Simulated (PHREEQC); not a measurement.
Make-up at 20 °C: 0.0064 mol H2SO4 and 0.00034 mol MnSO4 per kg of water. Closed to the air; pH follows from the charge balance.

The numbers come from PHREEQC with the Pitzer model, pitzer.dat.

Each row changes one thing in this solution. This is a speciation only: nothing precipitates in the calculation.

| case | pH | ionic strength (mol/kgw) | SO4-2 (mol/kgw) | HSO4- (mol/kgw) |
|---|---|---|---|---|
| as made | 2.04 | 0.0160 | 0.00448 | 0.00226 |
| temperature from 20 to 50 °C | 2.09 | 0.0136 | 0.00326 | 0.00348 |
| diluted 100-fold with water | 3.90 | 0.000204 | 6.67e-5 | 6.60e-7 |
| H2SO4 replaced by NaHSO4 at the same molality | 2.36 | 0.0179 | 0.00543 | 0.00131 |
| MnSO4 replaced by Li2SO4 at the same molality | 2.04 | 0.0157 | 0.00446 | 0.00228 |
| temperature from 20 to 60 °C | 2.11 | 0.0127 | 0.00283 | 0.00391 |
| temperature from 20 to 75 °C | 2.14 | 0.0115 | 0.00220 | 0.00454 |
| H2SO4 from 0.0064 to 0.0096 mol/kgw | 1.88 | 0.0222 | 0.00596 | 0.00398 |
| MnSO4 replaced by CaSO4 at the same molality | 2.04 | 0.0160 | 0.00449 | 0.00226 |

Away from 25 °C the constants follow the database's enthalpies or fits; those with neither stay at their 25 °C values.
